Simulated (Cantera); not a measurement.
# Nb2O5 + H2 + H2O (hydrogen reduction and annealing atmospheres)

Charge: 1 mol Nb2O5, 1.1 mol H2, 0.16 mol H2O, equilibrated at 1423 K and 0.260 bar.

Cantera equilibrium calculation (NASA polynomials, part measured and part estimated; ideal gas, pure solids and liquids). Candidate condensed phases: H2O, Nb, NbO, NbO2, Nb2O5; 12 gas species. Condensed phases not in the tables: the oxides between NbO2 and Nb2O5. The numbers say what is thermodynamically allowed, not how fast it happens.

The x(H2) is 0.873. The x(H2O) comes out as 0.127, the x(H) is 1.22e-5 and the n(Nb2O5(s)) comes out as 1.00 mol. The gas amount is 1.260 mol. The log10 activity of NbO2(s) (absent) is -0.16 and the log10 activity of Nb(s) (absent) is -6.05.
